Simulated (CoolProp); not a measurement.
The numbers come from the reference Helmholtz-energy equation of state, Span 2000 in CoolProp.

Task: For nitrogen, give the phase and the viscosity (µPa s) at 182.8 K and 5.1 bar; 239.4 K and 5.1 bar.

Result: 
- 182.8 K and 5.1 bar: gas; viscosity 12.1
- 239.4 K and 5.1 bar: gas; viscosity 15.0

Viscosity comes from a separate model (Lemmon 2004).
